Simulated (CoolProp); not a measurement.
The fluid at 443.63 K and 11.8 MPa is throttled through a valve to 4.51 MPa with no heat exchange. The same conditions are run with several fluids, on thermodynamics alone (safety and materials aside).

Values from CoolProp's reference Helmholtz-energy equation of state of each fluid (sulfur hexafluoride: Guder 2009; dry air: Lemmon 2000; sulfur dioxide: Gao 2016; normal hydrogen: Leachman 2009; CF4 (R14): Platzer 1990). The equations of Platzer and Polt are older, rougher fits. Blends and air are pseudo-pure fits.

Task: Rank sulfur hexafluoride, dry air, sulfur dioxide, normal hydrogen, CF4 (R14) by temperature change (K), highest first.

Result: normal hydrogen (+3.5), dry air (-4.0), CF4 (R14) (-12.5), sulfur hexafluoride (-23.3), sulfur dioxide (-45.5)

```json
[
 {"fluid": "sulfur hexafluoride", "final phase": "supercritical", "final density (kg/m³)": "222"},
 {"fluid": "dry air", "final phase": "supercritical", "final density (kg/m³)": "35.3"},
 {"fluid": "sulfur dioxide", "final phase": "two-phase, vapour fraction 0.420", "final density (kg/m³)": "276"},
 {"fluid": "normal hydrogen", "final phase": "supercritical", "final density (kg/m³)": "2.40"},
 {"fluid": "CF4 (R14)", "final phase": "supercritical", "final density (kg/m³)": "113"}
]
```
